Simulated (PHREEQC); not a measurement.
Consider water at 25 °C with 0.01 mol KHCO3 and 0.0027 mol Na2CO3 per kg of water. Closed to the air; pH follows from the charge balance.

All values are PHREEQC results (ion-association model, wateq4f.dat), not measurements.

Precipitation was switched off in this run.

Problem. Order these C species by the share of C that they hold, largest first: HCO3-, NaCO3-, CO3-2, NaHCO3.

Solution. HCO3- (79 %), CO3-2 (20 %), NaCO3- (1.2 %), NaHCO3 (0.18 %)

The pH is 9.56 and the ionic strength 0.0177 mol/kgw. Complexes and solids missing from the database can't appear.
